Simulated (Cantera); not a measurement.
An isothermal, constant-pressure homogeneous reactor starts with 11.4 % H2, 49.5 % O2, 39.1 % N2, equivalence ratio 0.12, at 1100 K and 0.0120 bar.

Computed with Cantera and GRI-Mech 3.0 (53 species, 325 reactions). Radical loss at walls, strong at low pressure, is not modelled. The temperature is held fixed by assumption; the heat of reaction is taken as removed at once.

One state of this run: x H2 = 2.97e-5; x O2 = 0.464; x O = 0.000194; x HO2 = 8.23e-7; x OH = 0.000307. x: mole fraction; the columns are a selection and need not sum to one.

### Question
Which value of t (s) does it belong to?
A. 5.00e-6
B. 0.000398
C. 0.282
D. 4.46e-5

### Answer
C, 0.282
